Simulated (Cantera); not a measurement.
A perfectly stirred reactor is fed with CH4 : O2 : N2 = 1 : 1.43 : 5.37 (molar parts), at 100000 Pa; it is adiabatic with a 698 K inlet, and is followed from long to short residence time, starting on the burning branch (τ in s: 0.3, 0.1, 0.035, 0.012, 0.004, 0.0014, 0.00046, 0.00016, 5.4e-05, 1.8e-05, 6.2e-06).

Computed with Cantera and GRI-Mech 3.0 (53 species, 325 reactions).

One state of this run: T (K) = 2244; x CH4 = 3.15e-5; x O2 = 0.000158; x C2H = 1.18e-9; x CH3 = 2.37e-5; x NO = 0.000370; x CO2 = 0.0424; x N2O = 2.13e-8. x: mole fraction; the columns are a selection and need not sum to one.

Problem. Which value of τ (s) does it belong to?
A) 0.035
B) 0.00016
C) 0.0040
D) 6.2e-6

Solution. A, 0.035
